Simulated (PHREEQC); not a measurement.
Arsenic or selenium liquor

Consider water at 7.6 °C with 1.7 mmol/kgw H2SeO4, 102 mmol/kgw NaOH and 0.22 mmol/kgw FeCl3. Closed to the air; pH follows from the charge balance.

Model: ion-association model, wateq4f.dat, run in PHREEQC.

| Item | Result |
|---|---|
| pH | 13.50 |
| ionic strength | 0.104 mol/kgw |
| total alkalinity | 98.2 meq/kg |

| species | molality | activity | log γ |
|---|---|---|---|
| Na+ | 0.102 | 0.0801 | -0.105 |
| OH- | 0.0977 | 0.0747 | -0.117 |
| SeO4-2 | 0.00170 | 0.000644 | -0.422 |
| Cl- | 0.000660 | 0.000506 | -0.115 |
| Fe(OH)4- | 0.000220 | 0.000174 | -0.102 |
| Fe(OH)3 | 1.23e-8 | 1.27e-8 | 0.010 |

Precipitation was switched off in this run. Examples of supersaturated solids here: Hematite (slow to form), Goethite (slow to form). Others may be too. Complexes and solids missing from the database can't appear. At this temperature some constants are extrapolated from 25 °C, and those without enthalpy data are left unchanged.
